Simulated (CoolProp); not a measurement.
The fluid at 430.3 K and 7.84 MPa expands adiabatically to 0.613 MPa with isentropic efficiency 0.7. The same conditions are run with several fluids, on thermodynamics alone (safety and materials aside).

Computed with CoolProp (reference Helmholtz-energy equation of state of each fluid (CF4 (R14): Platzer 1990; R152A: Outcalt 1996; carbonyl sulfide: Lemmon 2006; ethane: Bücker 2006; nitrogen: Span 2000)). The equations of Platzer and Polt are older, rougher fits.

```csv
fluid,work (kJ/kg),final temperature (K),final phase,final density (kg/m³)
CF4 (R14),59.6,340.6,gas,19.3
R152A,48.4,299.1,"two-phase, vapour fraction 0.973",19.5
carbonyl sulfide,60.6,271.2,"two-phase, vapour fraction 0.984",18.4
ethane,155,320.8,gas,7.18
nitrogen,162,271.4,gas,7.63
```
